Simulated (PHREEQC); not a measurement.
Make-up at 25 °C: 0.69 mol/kgw HCl, 0.39 mol/kgw K2SO4 and 0.00099 mol/kgw H4SiO4. Closed to the air; pH follows from the charge balance.

Computed with PHREEQC (Pitzer model, pitzer.dat).

This is a speciation only: nothing precipitates in the calculation.

Question: What pH does the model give?

Answer: pH 0.45.

Question: In which forms is S present?

Answer: HSO4- 73 %, SO4-2 27 % of the S.

Species that the database lacks are ignored. In brines, pH and single-ion activities rest on the MacInnes convention.
